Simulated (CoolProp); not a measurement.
R1336mzz(E) along the isotherm 288.4 K: fugacity coefficient from the reference equation and from simpler models built on Tc = 403.5 K, pc = 2779 kPa, ω = 0.413; each cubic takes its own stable root.

The numbers come from the reference Helmholtz-energy equation of state, Akasaka 2023 in CoolProp.

| p (kPa) | phase | reference | van der Waals | Redlich-Kwong | Soave-Redlich-Kwong |
|---|---|---|---|---|---|
| 438 | liquid | 0.2960 | 0.8974 | 0.6058 | 0.2990 |
| 877 | liquid | 0.1512 | 0.6170 | 0.3109 | 0.1532 |
| 1320 | liquid | 0.1027 | 0.4264 | 0.2122 | [?] |
| 1750 | liquid | 0.07915 | 0.3340 | [?] | 0.08071 |
| 2190 | liquid | 0.06466 | 0.2774 | 0.1349 | 0.06614 |
| 2630 | liquid | 0.05505 | 0.2399 | 0.1154 | 0.05647 |
| 3070 | liquid | 0.04821 | 0.2135 | 0.1015 | [?] |
| 3510 | liquid | 0.04311 | 0.1939 | 0.09115 | 0.04449 |
| 3950 | liquid | 0.03916 | 0.1789 | 0.08316 | 0.04053 |
| 4380 | liquid | 0.03608 | 0.1674 | 0.07695 | 0.03746 |
| 4820 | liquid | 0.03351 | 0.1579 | 0.07179 | 0.03489 |
| 5260 | liquid | 0.03139 | 0.1501 | 0.06753 | 0.03278 |
| 5700 | liquid | 0.02961 | 0.1438 | 0.06396 | 0.03101 |

### Question
Complete the blanks.

### Answer

- 1320, Soave-Redlich-Kwong: 0.1044
- 1750, Redlich-Kwong: 0.1643
- 3070, Soave-Redlich-Kwong: 0.04961

At some of these states van der Waals gives the other phase, because its saturation line lies elsewhere.
